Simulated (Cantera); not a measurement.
Input: 1 mol SiH₄, 0.74 mol N₂O, 15 mol H₂, held at 10.0 mbar.

Method: chemical equilibrium by Gibbs-energy minimisation in Cantera with the NASA 1993 tables (ideal gas, pure condensed phases). Candidate condensed phases: H₂O, Si, SiO₂, Si₂N₂O, Si₃N₄; 35 gas species. Mutual solubility and eutectic melting of coexisting phases are not modelled. The tables hold silica as quartz up to 1696 K and as liquid above; real silica turns to tridymite and cristobalite and melts near 1996 K. Kinetics and transport are ignored.

### Question
At 1473 K, list the 5 most abundant gas species with their mole fractions, and the condensed phases.

### Answer
H₂ 0.979, N₂ 0.0190, SiO 0.00185, H 0.000125, H₂O 4.09e-5. Condensed: SiO₂(β-quartz) + Si₂N₂O(s).
